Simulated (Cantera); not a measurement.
Feed: 1 mol B₂H₆, 0.39 mol H₂O, held at 380 Pa.

Cantera equilibrium calculation (NASA polynomials, part measured and part estimated; ideal gas, pure solids and liquids). Candidate condensed phases: B, B₂O₃, B₃O₃H₃, H₂O; 23 gas species. The feed counts by its element totals alone. Mutual solubility and eutectic melting of coexisting phases are not modelled. Equilibrium is a limit: real reactors are often held back by kinetics, nucleation or transport.

Problem. At 1325 K, list the 5 most abundant gas species with their mole fractions, and the condensed phases.

Solution. H₂ 0.992, HBO 0.00668, B₂O₂ 0.000574, B₃O₃H₃ 0.000425, HBO₂ 0.000106. Condensed: B(s) + B₂O₃(l).
